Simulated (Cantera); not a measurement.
A perfectly stirred reactor is fed with H₂ : O₂ = 0.35 : 1 (molar parts), equivalence ratio 0.17, at 0.0263 atm; it is held at 1450 K, and followed from long to short residence time.

Computed with Cantera and the H2/O2 subset of GRI-Mech 3.0, which has no nitrogen chemistry. Radical loss at walls, strong at low pressure, is not modelled. The temperature is held fixed by assumption; the heat of reaction is taken as removed at once.

### Question
Predict: x(H₂) at τ = 0.410 s; x(O₂) at τ = 0.410 s; x(O) at τ = 0.410 s; x(H₂O₂) at τ = 0.410 s; x(HO₂) at τ = 0.410 s; x(H₂) at τ = 8.90 ms; x(O₂) at τ = 8.90 ms; x(O) at τ = 8.90 ms; x(H₂O₂) at τ = 8.90 ms; x(HO₂) at τ = 8.90 ms.

### Answer
* **x(H₂) at τ = 0.410 s**: 0.000931
* **x(O₂) at τ = 0.410 s**: 0.696
* **x(O) at τ = 0.410 s**: 0.00407
* **x(H₂O₂) at τ = 0.410 s**: 1.98e-7
* **x(HO₂) at τ = 0.410 s**: 4.99e-6
* **x(H₂) at τ = 8.90 ms**: 0.00926
* **x(O₂) at τ = 8.90 ms**: 0.653
* **x(O) at τ = 8.90 ms**: 0.0433
* **x(H₂O₂) at τ = 8.90 ms**: 4.75e-7
* **x(HO₂) at τ = 8.90 ms**: 1.22e-5
